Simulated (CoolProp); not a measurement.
Properties of acetone along the isotherm 276.85 °C (Tc = 235.0 °C, pc = 4.692 MPa, ω = 0.307).

Model: reference Helmholtz-energy equation of state, Lemmon 2006, in CoolProp. It is a short technical equation, of lower accuracy than the large ones.

```
p (MPa)          phase  cp (kJ/(kg K))  cv (kJ/(kg K))
-------  -------------  --------------  --------------
0.902              gas           2.073           1.881
1.8                gas           2.179               ?
2.71               gas           2.323           1.962
3.61               gas           2.525           2.010
4.51               gas           2.830               ?
5.41     supercritical           3.330           2.129
6.32     supercritical           4.252           2.197
7.22     supercritical           5.664           2.244
8.12     supercritical           5.313           2.217
9.02     supercritical           4.353               ?
9.93     supercritical               ?           2.144
10.8     supercritical           3.574           2.126
11.7     supercritical           3.395               ?
```

**Question.** Some entries are withheld; supply them.

**Answer.** 
- 1.8, cv (kJ/(kg K)): 1.919
- 4.51, cv (kJ/(kg K)): 2.066
- 9.02, cv (kJ/(kg K)): 2.173
- 9.93, cp (kJ/(kg K)): 3.845
- 11.7, cv (kJ/(kg K)): 2.112

The peak of cp marks the crossing from liquid-like to gas-like fluid above the critical point.
